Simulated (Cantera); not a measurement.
Feed: 1 mol Al, 41 mol H2O, 20 mol H2, 1.4 mol HCl, equilibrated at 1277 °C and 1.00 bar.

These are equilibrium values from Cantera (NASA tables, ideal gas, pure condensed phases), not measurements of a reactor. Candidate condensed phases: Al, AlCl3, Al2O3, H2O; 29 gas species. Gases not in the tables: Al(OH)3. Equilibrium is a limit: real reactors are often held back by kinetics, nucleation or transport.

Base state: H2O 0.633, H2 0.345, HCl 0.0224, H 1.85e-5 (mole fractions); condensed: Al2O3(s).

**Question.** What changes in the equilibrium state with this change: temperature from 1277 °C to 1875 °C?

**Answer.** 
| species | before | after |
|---|---|---|
| H2O | 0.633 | 0.631 |
| H2 | 0.345 | 0.343 |
| HCl | 0.0224 | 0.0223 |
| H | 1.85e-5 | 0.00244 |
| OH | 1.14e-6 | 0.000578 |
| Cl | 9.61e-7 | 0.000116 |
| Al2O3(s), mol | 0.500 | 0.500 |
